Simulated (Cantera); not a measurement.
Cantera run, input and output.

```python
import numpy as np
import cantera as ct

gas = ct.Solution("gri30.yaml")
gas.TPX = 1250, 500000, {'CH2O': 0.017, 'O2': 0.021, 'N2': 1}
reactor = ct.IdealGasConstPressureReactor(gas, energy="off", clone=False)
net = ct.ReactorNet([reactor])
net.rtol, net.atol = 1e-08, 1e-18
show = ['CH2O', 'O2', 'CO2', 'NO', 'H2']
times = np.geomspace(2e-05, 20, 14)

steps = ct.SolutionArray(gas, extra=["t"])
rows = []
print(f"{'t/s':>10s}{'T/K':>9s}{'P/Pa':>11s}" + "".join(f"{s:>11s}" for s in show))
for t in times:
    while net.time < t:
        t_next = net.step()
        steps.append(gas.state, t=t_next)
    rows.append([np.interp(t, steps.t, y) for y in (steps.T, steps.P, *steps(*show).X.T)])
    print(f"{t:10.3e}{rows[-1][0]:9.1f}{rows[-1][1]:11.4g}" + "".join(f"{x:11.3e}" for x in rows[-1][2:]))
rate = np.gradient(steps.T, steps.t)
print("integrator steps:", len(steps.t))
if steps.T.max() > steps.T[0] + 200:
    print(f"time of steepest temperature rise: {steps.t[rate.argmax()]:.4e} s")
gas.TPX = 1250, 500000, {'CH2O': 0.017, 'O2': 0.021, 'N2': 1}
gas.equilibrate("TP")
print(f"equilibrium (TP): T = {gas.T:.1f} K  " + "  ".join(f"{s} {gas[s].X[0]:.3e}" for s in show))
```

Result:

```
       t/s      T/K       P/Pa       CH2O         O2        CO2         NO         H2
 2.000e-05   1250.0      5e+05  1.636e-02  2.022e-02  3.398e-10  2.168e-17  5.863e-06
 5.789e-05   1250.0      5e+05  1.618e-02  2.011e-02  6.274e-08  1.207e-15  7.745e-05
 1.675e-04   1250.0      5e+05  9.341e-03  1.735e-02  5.995e-05  9.496e-13  2.623e-03
 4.849e-04   1250.0      5e+05  5.186e-10  9.892e-03  4.562e-03  2.027e-07  5.603e-04
 1.403e-03   1250.0      5e+05  6.290e-11  7.068e-03  9.949e-03  2.870e-07  1.389e-04
 4.062e-03   1250.0      5e+05  6.795e-12  4.972e-03  1.415e-02  3.377e-07  6.549e-05
 1.176e-02   1250.0      5e+05  1.522e-13  4.088e-03  1.591e-02  3.522e-07  1.638e-05
 3.403e-02   1250.0      5e+05  8.233e-16  3.884e-03  1.631e-02  3.473e-07  2.367e-06
 9.848e-02   1250.0      5e+05  2.412e-18  3.854e-03  1.637e-02  3.643e-07  1.891e-07
 2.850e-01   1250.0      5e+05 -2.074e-19  3.853e-03  1.638e-02  3.772e-07  1.500e-08
 8.249e-01   1250.0      5e+05 -1.674e-20  3.853e-03  1.638e-02  3.788e-07  5.412e-09
 2.388e+00   1250.0      5e+05  8.043e-20  3.853e-03  1.638e-02  3.789e-07  4.115e-09
 6.910e+00   1250.0      5e+05  6.282e-23  3.853e-03  1.638e-02  3.790e-07  4.097e-09
 2.000e+01   1250.0      5e+05  6.282e-23  3.853e-03  1.638e-02  3.790e-07  4.097e-09
integrator steps: 2262
equilibrium (TP): T = 1250.0 K  CH2O 6.317e-23  O2 3.832e-03  CO2 1.638e-02  NO 4.237e-05  H2 4.108e-09
```

Cantera simulation using GRI-Mech 3.0 (53 species, 325 reactions); the numbers are that mechanism's predictions, not measurements.
